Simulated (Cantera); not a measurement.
# Pb + O₂ + N₂ (iron carbonyl, mercury and lead vapours)

Feed: 1 mol Pb, 0.13 mol O₂, 0.66 mol N₂, at 750 Torr.

Method: chemical equilibrium by Gibbs-energy minimisation in Cantera with the NASA 1993 tables (ideal gas, pure condensed phases). Candidate condensed phases: Pb, PbO, PbO₂, Pb₃O₄; 12 gas species. Each liquid is taken as pure. Mutual solubility and eutectic melting of coexisting phases are not modelled. Gases not in the tables: (PbO)n polymers. Rates play no part.

| T (K) | log p N₂ | log p Pb | log p PbO | log p Pb₂ | log p O₂ | log p NO | n Pb(l) | n PbO(l) |
|---|---|---|---|---|---|---|---|---|
| 1373 | 0.00 | -2.19 | -2.83 | -5.96 | -6.69 | -6.17 | 0.736 | 0.259 |
| 1423 | -0.01 | -1.95 | -2.51 | -5.55 | -6.20 | -5.80 | 0.732 | 0.258 |
| 1473 | -0.01 | -1.73 | -2.21 | -5.18 | -5.74 | -5.45 | 0.727 | 0.256 |
| 1523 | -0.02 | -1.51 | -1.93 | -4.83 | -5.31 | -5.14 | 0.719 | 0.252 |
| 1573 | -0.03 | -1.32 | -1.67 | -4.50 | -4.91 | -4.84 | 0.706 | 0.245 |
| 1623 | -0.05 | -1.13 | -1.43 | -4.20 | -4.53 | -4.57 | 0.686 | 0.232 |
| 1673 | -0.08 | -0.96 | -1.21 | -3.91 | -4.18 | -4.33 | 0.653 | 0.210 |
log p: log10 of the partial pressure in bar; n: condensed amount in mol.

From 1373 K to 1673 K the condensed part is Pb(l) + PbO(l). The share of Pb in condensed phases is highest at 1373 K (99.5 %) and lowest at 1673 K (86.3 %).
